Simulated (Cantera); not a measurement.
Charge: 1 mol B₂O₃, 0.14 mol O₂, 3.2 mol N₂, equilibrated at 1.00 bar.

Cantera equilibrium calculation (NASA polynomials, part measured and part estimated; ideal gas, pure solids and liquids). Candidate condensed phases: B, BN, B₂O₃; 17 gas species. Rates play no part.

log p: log10 of the partial pressure in bar; n: condensed amount in mol.

```csv
T (K),log p N₂,log p B₂O₃,log p O₂,log p BO₂,log p NO,n B₂O₃(l)
1573,-0.02,-4.05,-1.38,-4.78,[?],1.000
1648,-0.02,-3.47,-1.38,-4.29,[?],0.999
1723,-0.02,-2.95,-1.39,-3.84,[?],0.996
1798,-0.02,-2.48,-1.39,-3.43,[?],0.988
1873,-0.02,-2.04,-1.40,-3.06,[?],0.968
1948,-0.03,-1.64,-1.41,-2.72,[?],0.919
2023,-0.04,-1.28,-1.44,-2.40,-2.44,0.805
2098,-0.08,-0.94,-1.48,-2.12,-2.39,0.545
2173,-0.14,-0.65,-1.57,-1.88,-2.39,0
```

Question: Some entries are withheld; supply them.

Answer: 
- 1573, log p NO: -3.07
- 1648, log p NO: -2.94
- 1723, log p NO: -2.81
- 1798, log p NO: -2.70
- 1873, log p NO: -2.60
- 1948, log p NO: -2.51
